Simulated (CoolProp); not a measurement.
Vapour-liquid equilibrium of benzene (1) + n-octane (2) at 160.85 °C; x and y are mole fractions of (1).

Model: multi-fluid Helmholtz-energy mixture model, Thol 2012 and Beckmüller 2019; pair parameters Bell 2016, in CoolProp.

```json
[
 {"x": "0.05", "bubble pressure, mixture model (MPa)": "0.2718", "bubble pressure, Raoult's law (MPa)": "0.2693", "y, mixture model": "0.132", "y, Raoult's law": "0.134"},
 {"x": "0.125", "bubble pressure, mixture model (MPa)": "0.3120", "bubble pressure, Raoult's law (MPa)": "0.3051", "y, mixture model": "…", "y, Raoult's law": "0.296"},
 {"x": "0.2", "bubble pressure, mixture model (MPa)": "0.3522", "bubble pressure, Raoult's law (MPa)": "0.3408", "y, mixture model": "…", "y, Raoult's law": "0.424"},
 {"x": "0.275", "bubble pressure, mixture model (MPa)": "…", "bubble pressure, Raoult's law (MPa)": "0.3766", "y, mixture model": "0.516", "y, Raoult's law": "0.527"},
 {"x": "0.35", "bubble pressure, mixture model (MPa)": "0.4305", "bubble pressure, Raoult's law (MPa)": "0.4123", "y, mixture model": "0.597", "y, Raoult's law": "0.613"},
 {"x": "0.425", "bubble pressure, mixture model (MPa)": "0.4678", "bubble pressure, Raoult's law (MPa)": "0.4480", "y, mixture model": "0.665", "y, Raoult's law": "0.685"},
 {"x": "0.5", "bubble pressure, mixture model (MPa)": "0.5037", "bubble pressure, Raoult's law (MPa)": "0.4838", "y, mixture model": "0.723", "y, Raoult's law": "0.746"},
 {"x": "0.575", "bubble pressure, mixture model (MPa)": "0.5385", "bubble pressure, Raoult's law (MPa)": "0.5195", "y, mixture model": "0.773", "y, Raoult's law": "0.799"},
 {"x": "0.65", "bubble pressure, mixture model (MPa)": "…", "bubble pressure, Raoult's law (MPa)": "0.5553", "y, mixture model": "0.818", "y, Raoult's law": "0.845"},
 {"x": "0.725", "bubble pressure, mixture model (MPa)": "0.6049", "bubble pressure, Raoult's law (MPa)": "0.5910", "y, mixture model": "0.860", "y, Raoult's law": "0.886"},
 {"x": "0.8", "bubble pressure, mixture model (MPa)": "…", "bubble pressure, Raoult's law (MPa)": "0.6268", "y, mixture model": "0.899", "y, Raoult's law": "0.922"},
 {"x": "0.875", "bubble pressure, mixture model (MPa)": "…", "bubble pressure, Raoult's law (MPa)": "0.6625", "y, mixture model": "…", "y, Raoult's law": "0.954"},
 {"x": "0.95", "bubble pressure, mixture model (MPa)": "…", "bubble pressure, Raoult's law (MPa)": "0.6982", "y, mixture model": "0.975", "y, Raoult's law": "0.982"}
]
```

Problem. Some entries are withheld; supply them.

Solution. 
- 0.125, y, mixture model: 0.291
- 0.2, y, mixture model: 0.416
- 0.275, bubble pressure, mixture model (MPa): 0.3919
- 0.65, bubble pressure, mixture model (MPa): 0.5721
- 0.8, bubble pressure, mixture model (MPa): 0.6371
- 0.875, bubble pressure, mixture model (MPa): 0.6690
- 0.875, y, mixture model: 0.937
- 0.95, bubble pressure, mixture model (MPa): 0.7008

The largest gap from Raoult's law is +4.4 % in bubble pressure, at x = 0.35. No azeotrope shows between x = 0.05 and 0.95.

The pair parameters rest on a limited set of measurements; away from them the model extrapolates.
